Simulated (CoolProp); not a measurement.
Vapour pressure (MPa) of chlorine: the reference equation beside estimates from Tc = 416.9 K, pc = 7.642 MPa, ω = 0.070. Clausius-Clapeyron is anchored at 319 K with a constant enthalpy of vaporisation of 16.33 kJ/mol.

Model: reference Helmholtz-energy equation of state, Thol 2021, in CoolProp.

```
T (K)  reference  Clausius-Clapeyron  van der Waals  Soave-Redlich-Kwong  Peng-Robinson
-----  ---------  ------------------  -------------  -------------------  -------------
319        1.313               1.313          2.378                1.308          1.301
326.9      1.573               1.524          2.670                1.567          1.557
334.9      1.873               1.759          2.987                1.866          1.851
342.9      2.211               2.017          3.328                2.203          2.184
350.8      2.584               2.294          3.687                2.577          2.554
358.8      3.005               2.599          4.075                2.999          2.973
366.7      3.466               2.925          4.481                3.462          3.433
374.7      3.981               3.279          4.918                3.980          3.949
382.7      4.547               3.659          5.379                4.551          4.520
```

Absolute difference from the reference over all 9 rows, mean and median: Clausius-Clapeyron 10.6 and 11.2 %, van der Waals 45.6 and 42.7 %, Soave-Redlich-Kwong 0.2 and 0.3 %, Peng-Robinson 1.0 and 1.0 %.
